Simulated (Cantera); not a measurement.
Cantera run:

```python
import numpy as np
import cantera as ct

gas_names = """
    O2 CL2
""".split()
cond_names = """
    Sr(L) SrCL2(L) SrO(s)
""".split()


# ... load() reads the species with a 1 bar reference pressure and builds the phases ...
species = {s.name: s for s in load("nasa_gas.yaml", gas_names) + load("nasa_condensed.yaml", cond_names)}
T = 1525
g = {n: (s.thermo.h(T) - T * s.thermo.s(T)) / (ct.gas_constant * T * np.log(10)) for n, s in species.items()}
valid = cond_names  # the entries whose range holds T


def stable(la, lb):
    # potentials (over RT ln 10) of the two non-metals from log10 p(O2) and log10 p(CL2) in bar
    mu = {}
    mu["O"] = (g["O2"] + la) / 2
    mu["Cl"] = (g["CL2"] + lb) / 2
    cost = {}
    for n in valid:
        c = species[n].composition
        cost[n] = (g[n] - sum(c.get(e, 0) * m for e, m in mu.items())) / c["Sr"]
    return min(cost, key=cost.get)


results = []
for lb in [0, -2.8, -5.6, -8.4, -11.2, -14, -16.8, -19.6, -22.4, -25.2, -28]:
    row = [stable(la, lb) for la in [-27, -25.7, -24.3, -23, -21.7, -20.3, -19, -17.7, -16.3, -15, -13.7, -12.3, -11, -9.7, -8.3, -7, -5.7, -4.3, -3, -1.7, -0.3, 1]]
    results.append(row)
    print(f"{lb:6.1f}  " + " ".join(f"{valid.index(n):x}" for n in row))
print("key: " + ", ".join(f"{i:x} {n}" for i, n in enumerate(valid)))
```

Result:

```
   0.0  1 1 1 1 1 1 1 1 1 1 1 1 1 1 1 1 1 1 1 1 1 1
  -2.8  1 1 1 1 1 1 1 1 1 1 1 1 1 1 1 1 1 1 1 1 1 1
  -5.6  1 1 1 1 1 1 1 1 1 1 1 1 1 1 1 1 1 1 1 1 1 2
  -8.4  1 1 1 1 1 1 1 1 1 1 1 1 1 1 1 1 1 2 2 2 2 2
 -11.2  1 1 1 1 1 1 1 1 1 1 1 1 1 2 2 2 2 2 2 2 2 2
 -14.0  1 1 1 1 1 1 1 1 2 2 2 2 2 2 2 2 2 2 2 2 2 2
 -16.8  1 1 1 1 2 2 2 2 2 2 2 2 2 2 2 2 2 2 2 2 2 2
 -19.6  2 2 2 2 2 2 2 2 2 2 2 2 2 2 2 2 2 2 2 2 2 2
 -22.4  2 2 2 2 2 2 2 2 2 2 2 2 2 2 2 2 2 2 2 2 2 2
 -25.2  2 2 2 2 2 2 2 2 2 2 2 2 2 2 2 2 2 2 2 2 2 2
 -28.0  2 2 2 2 2 2 2 2 2 2 2 2 2 2 2 2 2 2 2 2 2 2
key: 0 Sr(L), 1 SrCL2(L), 2 SrO(s)
```

Cantera with NASA thermochemical tables; ideal gases at 1 bar, condensed phases pure. Not in the tables: the peroxide, oxide halides.
